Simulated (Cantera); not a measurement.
## Gas-phase reforming

An isothermal, constant-pressure homogeneous reactor starts with 69.0 % CH₄, 31.0 % CO₂, at 1500 K and 100.0 Torr.

Model: GRI-Mech 3.0 (53 species, 325 reactions), integrated in Cantera. GRI-Mech 3.0 stops at C3 and has no aromatics, soot or wall deposition, so with more carbon than oxygen in the feed, carbon stays in small species such as C2H2 where larger ones or solid carbon would form.

| t (s) | x CH₄ | x CO₂ | x C₂H₄ | x CH₂ | x O | x H |
|---|---|---|---|---|---|---|
| 2.00e-5 | 0.690 | 0.310 | 1.08e-11 | <1e-12 | <1e-12 | 3.88e-8 |
| 6.32e-5 | 0.690 | 0.310 | 5.41e-10 | 4.26e-12 | <1e-12 | 3.88e-8 |
| 0.000200 | 0.690 | 0.310 | 2.02e-8 | 4.34e-11 | <1e-12 | 3.92e-8 |
| 0.000632 | 0.690 | 0.310 | 6.50e-7 | 4.07e-10 | <1e-12 | 4.25e-8 |
| 0.00200 | 0.689 | 0.310 | 1.55e-5 | 2.48e-9 | <1e-12 | 6.28e-8 |
| 0.00632 | 0.688 | 0.310 | 0.000185 | 6.80e-9 | <1e-12 | 1.23e-7 |
| 0.0200 | 0.682 | 0.310 | 0.00157 | 1.60e-8 | <1e-12 | 3.93e-7 |
| 0.0632 | 0.654 | 0.305 | 0.00739 | 2.20e-8 | <1e-12 | 1.61e-6 |
| 0.200 | 0.570 | 0.286 | 0.00885 | 1.62e-8 | <1e-12 | 4.44e-6 |
| 0.632 | 0.422 | 0.236 | 0.00460 | 1.17e-8 | <1e-12 | 8.74e-6 |
| 2.00 | 0.229 | 0.129 | 0.00285 | 1.07e-8 | 1.64e-12 | 1.44e-5 |
| 6.32 | 0.0771 | 0.0317 | 0.00269 | 1.02e-8 | 2.58e-12 | 2.39e-5 |
| 20.0 | 0.0338 | 0.0180 | 0.00268 | 5.77e-9 | 2.30e-12 | 3.19e-5 |
| 63.2 | 0.0225 | 0.00782 | 0.00227 | 2.52e-9 | 1.11e-12 | 3.48e-5 |
| 200 | 0.0158 | 0.00108 | 0.00195 | 1.18e-9 | <1e-12 | 3.67e-5 |
x: mole fraction; the columns are a selection and need not sum to one.

Equilibrium at this temperature and pressure: CH₄ 0.0147, CO₂ 6.75e-8, C₂H₄ 0.00190, CH₂ 1.00e-9, O <1e-12, H 3.70e-5 (gas phase only).
